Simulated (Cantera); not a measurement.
An adiabatic, constant-volume homogeneous reactor starts with H2 : O2 : N2 = 1 : 0.588 : 2.21 (molar parts), equivalence ratio 0.85, at 1598 K and 460000 Pa. Integrator tolerance rtol = 1e-08.

Detailed kinetics in Cantera: GRI-Mech 3.0 (53 species, 325 reactions). The hydrogen kinetics of GRI-Mech 3.0 are dated; newer H2 mechanisms differ, most at raised pressure. Above 3000 K some thermodynamic fits are extrapolated.

Task: What does this change do: N2 2.21 to 4.3 parts?

Result: 
```csv
quantity,before,after
time of steepest temperature rise,2.15 µs,3.42 µs
temperature at 0.300 s,3116 K,2812 K
equilibrium temperature,3116 K,2812 K
x(H2) at 0.300 s,0.0342 (gas-phase equilibrium 0.0342),0.0117 (gas-phase equilibrium 0.0117)
x(O2) at 0.300 s,0.0244 (gas-phase equilibrium 0.0244),0.0135 (gas-phase equilibrium 0.0135)
x(NO2) at 0.300 s,8.70e-6 (gas-phase equilibrium 8.70e-6),4.39e-6 (gas-phase equilibrium 4.39e-6)
x(HO2) at 0.300 s,2.65e-5 (gas-phase equilibrium 2.65e-5),7.94e-6 (gas-phase equilibrium 7.94e-6)
x(NO) at 0.300 s,0.0168 (gas-phase equilibrium 0.0168),0.00949 (gas-phase equilibrium 0.00949)
```
